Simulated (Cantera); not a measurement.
Cantera run:

```python
import numpy as np
import cantera as ct

gas_names = [...]  # 148 gases of nasa_gas.yaml made of Al, C, H, N, O
cond_names = """
    AL(cr) AL(L) ALN(s) AL2O3(a) AL2O3(L) C(gr) C6H6(L) C7H8(L) C8H18(L),n-octa H2O(s) H2O(L)
""".split()


# ... load() reads the species with a 1 bar reference pressure and builds the phases ...
atoms = {
    'Al(CH3)3': {'AL': 1, 'C': 3, 'H': 9},
    'N2O': {'N': 2, 'O': 1},
    'H2': {'H': 2},
}
top_T = {'ALN(s)': 2750, 'C(gr)': 4500}  # K; cautious upper limits of use, not melting points


# ... equilibrate(T, P, feed) seeds the gas with the atoms and calls Mixture.equilibrate('TP', solver="vcs", rtol=1e-11, max_steps=5000) ...
results = []
feed = {'Al(CH3)3': 1, 'N2O': 4.1, 'H2': 130}  # mol
T = 1550  # K
for P in [10, 63, 400, 2500, 16000, 100000]:
    mix = equilibrate(T, P, feed)
    results.append((T, P, feed, dict(zip(mix.species_names, mix.species_moles))))

top = {s: max(r[3][s] / sum(r[3][g] for g in gas_names) for r in results) for s in gas_names}
cols = sorted((s for s in top if top[s] > 1e-05), key=lambda s: -top[s])[:6]
seen = [c for c in cond_names if any(r[3].get(c, 0) > 1e-12 for r in results)]
print("log10 of partial pressures in bar; condensed amounts in mol")
print(f"{'P/Pa':>10s}" + "".join(f"{s[:9]:>10s}" for s in cols + seen))
for T, P, feed, n in results:
    ng = sum(n[g] for g in gas_names)
    print(f"{P:10.4g}" + "".join(f"{np.log10(max(n[s] / ng * P / 1e5, 1e-99)):10.3f}" for s in cols)
          + "".join(f"{n.get(c, 0):10.4g}" for c in seen))
```

Output:

```
log10 of partial pressures in bar; condensed amounts in mol
      P/Pa        H2        N2        CO         H       CH4        AL    ALN(s)  AL2O3(a)     C(gr)
        10    -4.024    -5.540    -5.675    -6.514   -13.037    -6.808         0    0.3559         0
        63    -3.223    -4.752    -4.875    -6.113   -10.841    -7.117    0.2461    0.3662         0
       400    -2.420    -3.950    -4.072    -5.712    -8.699    -7.518    0.2639    0.3674         0
      2500    -1.624    -3.154    -3.277    -5.314    -6.577    -7.916    0.2603    0.3698         0
   1.6e+04    -0.818    -2.347    -2.478    -4.911    -4.435    -8.320    0.2254    0.3873         0
     1e+05    -0.022    -1.538    -1.735    -4.513    -2.736    -9.274         0       0.5    0.1035
```

These are equilibrium values from Cantera (NASA tables, ideal gas, pure condensed phases), not measurements of a reactor. The feed counts by its element totals alone. Mutual solubility and eutectic melting of coexisting phases are not modelled.
